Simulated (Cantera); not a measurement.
# Thermodynamics of silicon epitaxy and polysilicon growth, feed SiH₂Cl₂ + Cl₂ + N₂

Feed: 1 mol SiH₂Cl₂, 0.8 mol Cl₂, 16 mol N₂, held at 602 °C and 0.0133 bar.

Equilibrium computed with Cantera from the NASA thermochemical tables; the gas is ideal and each condensed phase is pure. Candidate condensed phases: NH₄Cl, Si, Si₃N₄; 28 gas species. N₂ is the only nitrogen source here; it is nearly inert below about 1500 K, so the nitride shown seldom forms there in practice. Kinetics and transport are ignored.

| Quantity | Value |
|---|---|
| x(N₂) | 0.874 |
| x(HCl) | 0.0821 |
| x(SiCl₄) | 0.0296 |
| x(H₂) | 0.0146 |
| x(SiHCl₃) | 1.16e-5 |
| x(SiCl₃) | 2.28e-6 |
| n(Si₃N₄(s)) | 0.156 mol |
| gas amount | 17.96 mol |
| log10 activity of Si(s) (absent) | -7.76 |
